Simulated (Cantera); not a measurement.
An isothermal plug-flow reactor at 675 K and 1.01 bar (inlet), inlet velocity 1.8 m/s, active area per volume 850 1/m; feed CO : O2 : N2 : H2O = 0.0023 : 0.024 : 0.79 : 0.0075 (molar parts), equivalence ratio 0.048.

Model: Deutschmann's 1995 Pt surface mechanism with GRI-Mech 3.0 gas chemistry, integrated in Cantera. Catalytic surfaces can have several steady states; this one follows from the mechanism file's or the stated starting coverage. Mass transfer to the wall is taken as infinitely fast.

What does this change do: temperature 675 to 923 K?


| quantity | before | after |
|---|---|---|
| x(CO) at z = 0.016 m | 0.000938 | <1e-12 |
| x(O2) at z = 0.016 m | 0.0282 | 0.0278 |
| x(H2O) at z = 0.016 m | 0.00911 | 0.00912 |
| x(CO2) at z = 0.016 m | 0.00186 | 0.00280 |
| θ(free Pt) at the exit | 0.0125 | 0.175 |
| θ(O*) at the exit | 0.985 | 0.823 |
| θ(OH*) at the exit | 0.00248 | 0.00219 |

What does this change do: inlet velocity 1.8 to 0.38 m/s?


| quantity | before | after |
|---|---|---|
| x(CO) at z = 0.016 m | 0.000938 | 0.000364 |
| x(O2) at z = 0.016 m | 0.0282 | 0.0280 |
| x(H2O) at z = 0.016 m | 0.00911 | 0.00912 |
| x(CO2) at z = 0.016 m | 0.00186 | 0.00243 |
| θ(free Pt) at the exit | 0.0125 | 0.00962 |
| θ(O*) at the exit | 0.985 | 0.988 |
| θ(OH*) at the exit | 0.00248 | 0.00218 |
